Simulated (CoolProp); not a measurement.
The fluid at 298.15 K and 0.565 MPa is throttled through a valve to 0.114 MPa with no heat exchange. The same conditions are run with several fluids, on thermodynamics alone (safety and materials aside).

The numbers come from the reference Helmholtz-energy equation of state of each fluid (C2F6 (R116): Lemmon 2006; hydrogen chloride: Thol 2018; R13: Platzer 1990; propylene: Lemmon 2013; R143a: Lemmon and Jacobsen 2000) in CoolProp. The equations of Platzer and Polt are older, rougher fits.

```json
[
 {"fluid": "C2F6 (R116)", "temperature change (K)": "-3.9", "final density (kg/m³)": "6.51"},
 {"fluid": "hydrogen chloride", "temperature change (K)": "-7.3", "final density (kg/m³)": "1.73"},
 {"fluid": "R13", "temperature change (K)": "-5.3", "final density (kg/m³)": "4.94"},
 {"fluid": "propylene", "temperature change (K)": "-8.4", "final density (kg/m³)": "2.03"},
 {"fluid": "R143a", "temperature change (K)": "-9.1", "final density (kg/m³)": "4.07"}
]
```
